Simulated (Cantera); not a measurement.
Feed: 1 mol CsCl, 27 mol H₂, 48 mol N₂, at 700 K and 1.30e-5 bar.

Method: chemical equilibrium by Gibbs-energy minimisation in Cantera with the NASA 1993 tables (ideal gas, pure condensed phases). Candidate condensed phases: Cs, CsCl, NH₄Cl; 16 gas species. Rates play no part.

Base state: N₂ 0.637, H₂ 0.358, CsCl 0.00394, Cs₂Cl₂ 0.00122 (mole fractions); condensed: CsCl(s).

**Question.** What changes in the equilibrium state with this change: temperature from 700 K to 1425 K?

**Answer.** 
| species | before | after |
|---|---|---|
| N₂ | 0.637 | 0.631 |
| H₂ | 0.358 | 0.354 |
| CsCl | 0.00394 | 0.0120 |
| H | <1e-9 | 0.00113 |
| Cs₂Cl₂ | 0.00122 | 2.65e-9 |
| Cs | 3.95e-8 | 0.00119 |
| CsCl(s), mol | 0.520 | 0 |
